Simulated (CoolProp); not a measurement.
Vapour-liquid equilibrium of carbon dioxide (1) + propane (2) at 242 K; x and y are mole fractions of (1).

Model: multi-fluid Helmholtz-energy mixture model, Span 1996 and Lemmon 2009; pair parameters Kunz 2012, in CoolProp.

```csv
x,bubble pressure (MPa),y at the bubble point,dew pressure at overall composition x (MPa),liquid density (mol/L)
0.05,0.2807,0.438,0.1687,13.15
0.125,0.4620,0.670,0.1829,13.58
0.2,0.6307,0.768,0.1997,14.03
0.275,0.7762,0.819,0.2198,14.51
0.35,0.8942,0.850,0.2443,15.04
0.425,0.9857,0.870,0.2748,15.62
0.5,1.055,0.884,0.3138,16.26
0.575,1.110,0.895,0.3655,16.99
0.65,1.156,0.905,0.4374,17.83
0.725,1.198,0.916,0.5438,18.81
0.8,1.242,0.929,0.7153,19.99
0.875,1.289,0.947,1.012,21.42
0.95,1.340,0.974,1.296,23.16
```

No azeotrope shows between x = 0.05 and 0.95.

Pair parameters are fitted to limited data, so mixtures are less certain than the pure fluids. With so large a gap from Raoult's law the liquid may split in two, which this calculation doesn't test in full.
